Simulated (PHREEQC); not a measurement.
Model water analysis in mg/kgw, 25 °C, pH 6.4, pe 11.8: Na 0.00325; K 0.00775; Ca 0.0152; Mg 0.00503; Cl 0.00778; S(6) as SO4 0.0212; Alkalinity as HCO3 0.0494; Si as SiO2 5.53e-05; F 7.79e-05.

Valence states are taken as typed.

All values are PHREEQC results (ion-association model, phreeqc.dat), not measurements.

Each row changes one thing in this solution. No solid was allowed to form.

| case | ionic strength (mol/kgw) | HCO3- (mol/kgw) | CO2 (mol/kgw) | CO3-2 (mol/kgw) | CaSO4 (mol/kgw) | SI of Quartz (SiO2) |
|---|---|---|---|---|---|---|
| as made | 2.70e-6 | 1.18e-6 | 1.06e-6 | 1.40e-10 | 1.46e-11 | -5.06 |
| temperature from 25 to 15 °C at the same typed pH | 2.70e-6 | 1.20e-6 | ? | 1.13e-10 | 1.36e-11 | -4.90 |
| pH from 6.4 to 5.5 at the same alkalinity | 5.47e-6 | 3.98e-6 | 2.82e-5 | 5.95e-11 | 1.45e-11 | -5.06 |
| Alkalinity from 0.0494 to 0.148 mg/kgw | 3.51e-6 | 2.80e-6 | ? | 3.32e-10 | 1.46e-11 | -5.06 |
| all concentrations times 4 at the same typed pH | 9.60e-6 | 3.62e-6 | ? | 4.31e-10 | 2.31e-10 | ? |

Fill in the missing entries.


- temperature from 25 to 15 °C at the same typed pH, CO2 (mol/kgw): 1.25e-6
- Alkalinity from 0.0494 to 0.148 mg/kgw, CO2 (mol/kgw): 2.50e-6
- all concentrations times 4 at the same typed pH, CO2 (mol/kgw): 3.23e-6
- all concentrations times 4 at the same typed pH, SI of Quartz (SiO2): -4.45

SiF6-2 is the database's only silicon fluoride.
